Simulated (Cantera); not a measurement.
# Cu2O + H2 (hydrogen reduction and annealing atmospheres)

Input: 1 mol Cu2O, 1200 mol H2, held at 13300 Pa.

Cantera equilibrium calculation (NASA polynomials, part measured and part estimated; ideal gas, pure solids and liquids). Candidate condensed phases: Cu, CuO, Cu(OH)2, Cu2O, H2O; 12 gas species. Rates play no part.

```csv
T (°C),x H2,x Cu,x H,x H2O,n Cu(s),n Cu(l)
350,0.999,<1e-12,<1e-12,0.000833,2.00,0
450,0.999,<1e-12,<1e-12,0.000833,2.00,0
550,0.999,<1e-12,2.01e-11,0.000833,2.00,0
650,0.999,4.11e-12,6.70e-10,0.000833,2.00,0
750,0.999,2.88e-10,1.13e-8,0.000833,2.00,0
850,0.999,9.40e-9,1.17e-7,0.000833,2.00,0
950,0.999,1.72e-7,8.23e-7,0.000833,2.00,0
1050,0.999,2.01e-6,4.34e-6,0.000833,2.00,0
1150,0.999,1.57e-5,1.82e-5,0.000833,0,1.98
1250,0.999,9.03e-5,6.33e-5,0.000833,0,1.89
1350,0.999,0.000417,0.000189,0.000833,0,1.50
1450,0.997,0.00160,0.000499,0.000832,0,0.0709
1550,0.996,0.00166,0.00118,0.000831,0,0
```
x: gas mole fraction; n: condensed amount in mol.

From 350 °C to 1050 °C the condensed part is Cu(s). From 1150 °C to 1450 °C the condensed part is Cu(l). At 1550 °C nothing is condensed.
